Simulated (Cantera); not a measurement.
Fluorocarbon and chlorocarbon gases: CH2F2

Charge: 1 mol CH2F2, equilibrated at 1750 °C and 1.70 Pa.

Cantera equilibrium calculation (NASA polynomials, part measured and part estimated; ideal gas, pure solids and liquids). Candidate condensed phases: C, C6H6, C7H8, C8H18; 95 gas species. Equilibrium is a limit: real reactors are often held back by kinetics, nucleation or transport.

The x(HF) comes out as 0.980 and the x(F) comes out as 0.0101. The x(H) is 0.00932. The x(H2) comes out as 0.000409. The x(CF) is 5.22e-5 and the x(CF2) is 1.18e-5. The x(C) is 2.92e-6. The x(C3) comes out as 2.85e-6 and the n(C(graphite)) is 1.000 mol. The gas amount is 2.020 mol.
